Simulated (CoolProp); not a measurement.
The numbers come from the reference Helmholtz-energy equation of state, Fiedler 2023 in CoolProp.

Problem. For tetrahydrofuran, give the phase and the Z, cv (kJ/(kg K)), speed of sound (m/s), Joule-Thomson coefficient (K/MPa) at 319.4 K and 1.01 bar.

Solution. 
- 319.4 K and 1.01 bar: liquid; Z 0.00320, cv 1.27, speed of sound 1180, Joule-Thomson coefficient -0.374
